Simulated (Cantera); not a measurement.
An isothermal, constant-pressure homogeneous reactor starts with 51.0 % NO, 49.0 % N₂, at 1750 K and 1.00 bar.

Cantera simulation using GRI-Mech 3.0 (53 species, 325 reactions); the numbers are that mechanism's predictions, not measurements.

x: mole fraction; the columns are a selection and need not sum to one.

```json
[
 {"t (s)": "0.000200", "x NO": "0.510", "x NO₂": "7.09e-6", "x N₂": "0.490", "x N₂O": "7.34e-6", "x O": "7.47e-7", "x O₂": "3.62e-8"},
 {"t (s)": "0.000460", "x NO": "0.510", "x NO₂": "1.76e-5", "x N₂": "0.490", "x N₂O": "1.61e-5", "x O": "1.04e-6", "x O₂": "1.66e-7"},
 {"t (s)": "0.00106", "x NO": "0.510", "x NO₂": "4.34e-5", "x N₂": "0.490", "x N₂O": "3.35e-5", "x O": "1.73e-6", "x O₂": "1.08e-6"},
 {"t (s)": "0.00243", "x NO": "0.510", "x NO₂": "…", "x N₂": "0.490", "x N₂O": "…", "x O": "…", "x O₂": "…"},
 {"t (s)": "0.00558", "x NO": "0.510", "x NO₂": "0.000187", "x N₂": "0.490", "x N₂O": "9.19e-5", "x O": "5.17e-6", "x O₂": "7.29e-5"},
 {"t (s)": "0.0128", "x NO": "0.509", "x NO₂": "0.000224", "x N₂": "0.490", "x N₂O": "0.000105", "x O": "6.01e-6", "x O₂": "0.000329"},
 {"t (s)": "0.0295", "x NO": "0.508", "x NO₂": "0.000238", "x N₂": "0.491", "x N₂O": "0.000105", "x O": "6.34e-6", "x O₂": "…"},
 {"t (s)": "0.0678", "x NO": "0.505", "x NO₂": "0.000262", "x N₂": "0.492", "x N₂O": "0.000104", "x O": "6.97e-6", "x O₂": "0.00243"},
 {"t (s)": "0.156", "x NO": "0.498", "x NO₂": "0.000309", "x N₂": "0.496", "x N₂O": "0.000101", "x O": "8.22e-6", "x O₂": "0.00575"},
 {"t (s)": "0.358", "x NO": "0.483", "x NO₂": "0.000388", "x N₂": "0.503", "x N₂O": "9.46e-5", "x O": "1.05e-5", "x O₂": "0.0131"},
 {"t (s)": "0.823", "x NO": "0.452", "x NO₂": "0.000496", "x N₂": "0.519", "x N₂O": "8.21e-5", "x O": "1.41e-5", "x O₂": "0.0288"},
 {"t (s)": "1.89", "x NO": "0.391", "x NO₂": "0.000591", "x N₂": "0.549", "x N₂O": "6.11e-5", "x O": "1.91e-5", "x O₂": "0.0589"},
 {"t (s)": "4.35", "x NO": "0.296", "x NO₂": "0.000592", "x N₂": "0.597", "x N₂O": "3.45e-5", "x O": "2.51e-5", "x O₂": "0.107"},
 {"t (s)": "10.0", "x NO": "0.181", "x NO₂": "0.000448", "x N₂": "0.654", "x N₂O": "1.30e-5", "x O": "3.07e-5", "x O₂": "0.164"}
]
```

Task: Some entries are withheld; supply them.

Result: 
- 0.00243, x NO₂: 0.000103
- 0.00243, x N₂O: 6.18e-5
- 0.00243, x O: 3.21e-6
- 0.00243, x O₂: 9.29e-6
- 0.0295, x O₂: 0.000968
